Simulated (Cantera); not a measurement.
Charge: 1 mol Si, 0.0013 mol O2, 140 mol N2, at 0.368 Torr.

Equilibrium computed with Cantera from the NASA thermochemical tables; the gas is ideal and each condensed phase is pure. Candidate condensed phases: Si, SiO2, Si2N2O, Si3N4; 16 gas species. N2 is the only nitrogen source here; it is nearly inert below about 1500 K, so the nitride shown seldom forms there in practice. Mutual solubility and eutectic melting of coexisting phases are not modelled. Equilibrium is a limit: real reactors are often held back by kinetics, nucleation or transport.

Which condensed phases are stable at each of these points (T (K)): 1075, 1125, 1175, 1225, 1275, 1325, 1375, 1425, 1475, 1525?


```tsv
T (K)	condensed phases	Si condensed (%)
1075	Si2N2O(s) + Si3N4(s)	100.0
1125	Si2N2O(s) + Si3N4(s)	100.0
1175	Si2N2O(s) + Si3N4(s)	100.0
1225	Si2N2O(s) + Si3N4(s)	100.0
1275	Si2N2O(s) + Si3N4(s)	100.0
1325	Si2N2O(s) + Si3N4(s)	100.0
1375	Si2N2O(s) + Si3N4(s)	99.8
1425	Si3N4(s)	99.7
1475	Si3N4(s)	99.7
1525	Si3N4(s)	99.6
```

From 1075 K to 1375 K the condensed part is Si2N2O(s) + Si3N4(s). From 1425 K to 1525 K the condensed part is Si3N4(s).
